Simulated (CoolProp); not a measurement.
Ethane at 293.15 K and 0.428 MPa is throttled through a valve to 0.265 MPa with no heat exchange. Each further row changes one setting.

Computed with CoolProp (reference Helmholtz-energy equation of state, Bücker 2006).

```tsv
case	temperature change (K)	final density (kg/m³)
as stated	?	?
outlet pressure 0.0795 MPa	?	?
outlet pressure 0.345 MPa	?	?
```

Task: What belongs in the gaps?

Result: 
- as stated, temperature change (K): -1.9
- as stated, final density (kg/m³): 3.36
- outlet pressure 0.0795 MPa, temperature change (K): -4.1
- outlet pressure 0.0795 MPa, final density (kg/m³): 1.00
- outlet pressure 0.345 MPa, temperature change (K): -1.0
- outlet pressure 0.345 MPa, final density (kg/m³): 4.39
